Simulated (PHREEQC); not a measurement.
A solution holds 0.015 mol NaOH, 0.065 mol NaAlO2 and 4.7e-05 mol Na2CO3 per kg of water, at 14 °C. Closed to the air; pH follows from the charge balance.

Model: ion-association model, phreeqc.dat, run in PHREEQC.

```tsv
quantity	before	after
pH	12.45	12.50
ionic strength (mol/kgw)	0.0801	0.0151
CO3-2 (mol/kgw)	3.46e-5	4.25e-5
NaCO3- (mol/kgw)	1.22e-5	4.22e-6
HCO3- (mol/kgw)	1.76e-7	2.59e-7
NaHCO3 (mol/kgw)	5.34e-9	1.85e-9
```

Task: What was changed between the two runs?
(A) Na2CO3 from 4.7e-05 to 9.4e-05 mol/kgw
(B) temperature from 14 to 45 °C
(C) Na2CO3 from 4.7e-05 to 9.4e-06 mol/kgw
(D) NaAlO2 left out
(E) Na2CO3 from 4.7e-05 to 4.7e-06 mol/kgw

Result: D, NaAlO2 left out

This is a speciation only: nothing precipitates in the calculation. Some of these states are supersaturated (in Gibbsite (slow to form), for instance). At this temperature some constants are extrapolated from 25 °C, and those without enthalpy data are left unchanged.
